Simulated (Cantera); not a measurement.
An isothermal, constant-pressure homogeneous reactor starts with CH4 : N2 = 1 : 11 (molar parts), at 1748 K and 0.470 bar. Integrator tolerance rtol = 1e-08.

Model: GRI-Mech 3.0 (53 species, 325 reactions), integrated in Cantera. GRI-Mech 3.0 stops at C3 and has no aromatics, soot or wall deposition, so with more carbon than oxygen in the feed, carbon stays in small species such as C2H2 where larger ones or solid carbon would form.

Q: What does this change do: temperature 1748 to 1823 K?

A: 
```tsv
quantity	before	after
x(CH4) at 30.0 s	0.000307 (gas-phase equilibrium 0.000162)	0.000173 (gas-phase equilibrium 8.98e-5)
x(CH2) at 30.0 s	6.55e-9 (gas-phase equilibrium 3.46e-9)	1.41e-8 (gas-phase equilibrium 7.29e-9)
x(CH3) at 30.0 s	6.14e-6 (gas-phase equilibrium 3.25e-6)	6.53e-6 (gas-phase equilibrium 3.39e-6)
x(C2H2) at 30.0 s	0.0382 (gas-phase equilibrium 0.0106)	0.0383 (gas-phase equilibrium 0.0101)
x(C2H6) at 30.0 s	6.40e-9 (gas-phase equilibrium 1.79e-9)	2.51e-9 (gas-phase equilibrium 6.73e-10)
x(C2H) at 30.0 s	2.64e-7 (gas-phase equilibrium 7.31e-8)	6.92e-7 (gas-phase equilibrium 1.82e-7)
x(H) at 30.0 s	0.000114 (gas-phase equilibrium 0.000114)	0.000216 (gas-phase equilibrium 0.000216)
```

Q: What does this change do: CH4 1 to 1.9 parts?

A: 
```
quantity                                              before                                      after
-----------------  -----------------------------------------  -----------------------------------------
x(CH4) at 30.0 s   0.000307 (gas-phase equilibrium 0.000162)  0.000851 (gas-phase equilibrium 0.000532)
x(CH2) at 30.0 s     6.55e-9 (gas-phase equilibrium 3.46e-9)    1.09e-8 (gas-phase equilibrium 6.81e-9)
x(CH3) at 30.0 s     6.14e-6 (gas-phase equilibrium 3.25e-6)    1.32e-5 (gas-phase equilibrium 8.24e-6)
x(C2H2) at 30.0 s      0.0382 (gas-phase equilibrium 0.0106)      0.0636 (gas-phase equilibrium 0.0246)
x(C2H6) at 30.0 s    6.40e-9 (gas-phase equilibrium 1.79e-9)    2.96e-8 (gas-phase equilibrium 1.15e-8)
x(C2H) at 30.0 s     2.64e-7 (gas-phase equilibrium 7.31e-8)    3.40e-7 (gas-phase equilibrium 1.32e-7)
x(H) at 30.0 s     0.000114 (gas-phase equilibrium 0.000114)  0.000147 (gas-phase equilibrium 0.000147)
```
